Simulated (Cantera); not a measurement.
A Cantera script and what it prints.

```python
import numpy as np
import cantera as ct

gas_names = """
    H HO2 H2 H2O H2O2 O OH O2 O3 Pb PbO Pb2
""".split()
cond_names = """
    H2O(s) H2O(L) Pb(cr) Pb(L) PbO(rd) PbO(yw) PbO(L) PbO2(s) Pb3O4(s)
""".split()


# ... load() reads the species with a 1 bar reference pressure and builds the phases ...
atoms = {
    'PbO': {'Pb': 1, 'O': 1},
    'H2': {'H': 2},
}
top_T = {'Pb3O4(s)': 820}  # K; cautious upper limits of use, not melting points


# ... equilibrate(T, P, feed) seeds the gas with the atoms and calls Mixture.equilibrate('TP', solver="vcs", rtol=1e-11, max_steps=5000) ...
results = []
feed = {'PbO': 1, 'H2': 9.6}  # mol
T = 1550  # K
P = 1333.22  # Pa
mix = equilibrate(T, P, feed)
results.append((T, P, feed, dict(zip(mix.species_names, mix.species_moles))))
x = sorted(zip(gas.X, gas.species_names), reverse=True)
print(f"T = {T:g} K  P = {P:g} Pa  gas = {mix.phase_moles(0):.4g} mol")
print("   x: " + "  ".join(f"{s} {v:.3e}" for v, s in x if v > 0.001))
print("   condensed (mol): " + ("  ".join(f"{mix.phase(i).name} {mix.phase_moles(i):.4g}"
      for i in range(1, mix.n_phases) if mix.phase_moles(i) > 1e-12) or "none"))
```

Result:

```
T = 1550 K  P = 1333.22 Pa  gas = 10.6 mol
   x: H2 8.111e-01  H2O 9.432e-02  Pb 9.432e-02
   condensed (mol): none
```

Cantera equilibrium calculation (NASA polynomials, part measured and part estimated; ideal gas, pure solids and liquids).
